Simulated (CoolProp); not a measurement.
Ethylene along the isobar 7.09 MPa: Z from the reference equation and from simpler models built on Tc = 282.4 K, pc = 5.042 MPa, ω = 0.087; each cubic takes its own stable root.

Values from CoolProp's reference Helmholtz-energy equation of state, Smukala 2000.

```json
[
 {"T (K)": "249", "phase": "liquid", "reference": "0.2151", "van der Waals": "0.3134", "Redlich-Kwong": "0.2336", "Soave-Redlich-Kwong": "0.2313", "Peng-Robinson": "0.2053"},
 {"T (K)": "267.3", "phase": "liquid", "reference": "0.2222", "van der Waals": "0.3187", "Redlich-Kwong": "0.2481", "Soave-Redlich-Kwong": "0.2462", "Peng-Robinson": "0.2197"},
 {"T (K)": "285.6", "phase": "supercritical", "reference": "0.2496", "van der Waals": "0.3400", "Redlich-Kwong": "0.2884", "Soave-Redlich-Kwong": "0.2895", "Peng-Robinson": "0.2622"},
 {"T (K)": "303.8", "phase": "supercritical", "reference": "0.4338", "van der Waals": "0.4141", "Redlich-Kwong": "0.4440", "Soave-Redlich-Kwong": "0.4641", "Peng-Robinson": "0.4354"},
 {"T (K)": "322.1", "phase": "supercritical", "reference": "0.6120", "van der Waals": "0.5714", "Redlich-Kwong": "0.6081", "Soave-Redlich-Kwong": "0.6277", "Peng-Robinson": "0.5950"},
 {"T (K)": "340.4", "phase": "supercritical", "reference": "0.7045", "van der Waals": "0.6683", "Redlich-Kwong": "0.6978", "Soave-Redlich-Kwong": "0.7178", "Peng-Robinson": "0.6851"},
 {"T (K)": "358.6", "phase": "supercritical", "reference": "0.7655", "van der Waals": "0.7302", "Redlich-Kwong": "0.7575", "Soave-Redlich-Kwong": "0.7783", "Peng-Robinson": "0.7464"},
 {"T (K)": "376.9", "phase": "supercritical", "reference": "0.8101", "van der Waals": "0.7751", "Redlich-Kwong": "0.8014", "Soave-Redlich-Kwong": "0.8229", "Peng-Robinson": "0.7921"},
 {"T (K)": "395.2", "phase": "supercritical", "reference": "0.8442", "van der Waals": "0.8096", "Redlich-Kwong": "0.8351", "Soave-Redlich-Kwong": "0.8571", "Peng-Robinson": "0.8276"},
 {"T (K)": "413.5", "phase": "supercritical", "reference": "0.8712", "van der Waals": "0.8369", "Redlich-Kwong": "0.8617", "Soave-Redlich-Kwong": "0.8842", "Peng-Robinson": "0.8559"},
 {"T (K)": "431.7", "phase": "supercritical", "reference": "0.8928", "van der Waals": "0.8591", "Redlich-Kwong": "0.8832", "Soave-Redlich-Kwong": "0.9059", "Peng-Robinson": "0.8789"},
 {"T (K)": "450", "phase": "supercritical", "reference": "0.9107", "van der Waals": "0.8776", "Redlich-Kwong": "0.9009", "Soave-Redlich-Kwong": "0.9238", "Peng-Robinson": "0.8980"}
]
```
